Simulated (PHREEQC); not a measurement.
Dissolve 0.031 mol NH3, 0.097 mol K2SO4 and 0.07 mol KH2PO4 per kg of water at 25 °C. Closed to the air; pH follows from the charge balance.

Equilibrium calculation in PHREEQC: ion-association model, phreeqc.dat.

```json
{
  "pH": "6.59",
  "ionic_strength": "0.358 mol/kgw",
  "activity_of_water": "0.993",
  "specific_conductance": "23400 µS/cm",
  "density": "1.017 g/cm³",
  "total_alkalinity": "31.0 meq/kg"
}
```

```tsv
species	molality	activity	log γ
K+	0.236	0.158	-0.175
SO4-2	0.0677	0.0159	-0.630
H2PO4-	0.0390	0.0278	-0.148
HPO4-2	0.0280	0.00679	-0.616
NH4+	0.0264	0.0165	-0.205
KSO4-	0.0247	0.0176	-0.148
NH4SO4-	0.00460	0.00336	-0.136
KHPO4-	0.00294	0.00209	-0.148
NH3	3.40e-5	3.69e-5	0.036
H3PO4	9.55e-7	1.04e-6	0.036
HSO4-	5.35e-7	3.91e-7	-0.136
```

No solid was allowed to form. Complexes and solids missing from the database can't appear.
